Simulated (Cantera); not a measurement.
Feed: 1 mol NaOH, 1.4 mol CO2, held at 952 °C.

These are equilibrium values from Cantera (NASA tables, ideal gas, pure condensed phases), not measurements of a reactor. Candidate condensed phases: C, C6H6, C7H8, C8H18, H2O, Na, NaOH, NaO2, Na2CO3, Na2O, Na2O2; 117 gas species. Rates play no part.

Problem. Which condensed phases are stable at each of these points (P (Pa)): 10, 100, 1000, 10000, 100000, 1000000?

Solution. 
```json
[
 {"P (Pa)": "10", "condensed phases": "gas only", "Na condensed (%)": "0.0"},
 {"P (Pa)": "100", "condensed phases": "Na2CO3(l)", "Na condensed (%)": "90.3"},
 {"P (Pa)": "1000", "condensed phases": "Na2CO3(l)", "Na condensed (%)": "99.1"},
 {"P (Pa)": "10000", "condensed phases": "Na2CO3(l)", "Na condensed (%)": "99.9"},
 {"P (Pa)": "100000", "condensed phases": "Na2CO3(l)", "Na condensed (%)": "100.0"},
 {"P (Pa)": "1000000", "condensed phases": "Na2CO3(l)", "Na condensed (%)": "100.0"}
]
```

At 10.0 Pa nothing is condensed. From 100 Pa to 1000000 Pa the condensed part is Na2CO3(l).
